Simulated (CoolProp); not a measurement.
Properties of n-perfluorobutane at several states (Tc = 113.2 °C, pc = 23.22 bar, ω = 0.372).

Values from CoolProp's reference Helmholtz-energy equation of state, Gao 2022.

| T (°C) | p (bar) | phase | cp (kJ/(kg K)) | Joule-Thomson coefficient (K/MPa) |
|---|---|---|---|---|
| -46.35 | 1.92 | liquid | 1.051 | -0.3037 |
| -9.85 | 0.509 | gas | 0.8220 | 18.79 |
| 92.75 | 24.7 | liquid | 1.349 | 0.9268 |
| -5.45 | 0.691 | gas | 0.8303 | 18.29 |
| 37.65 | 2.71 | gas | 0.9005 | 13.90 |
| -26.35 | 1.42 | liquid | 1.074 | -0.2749 |
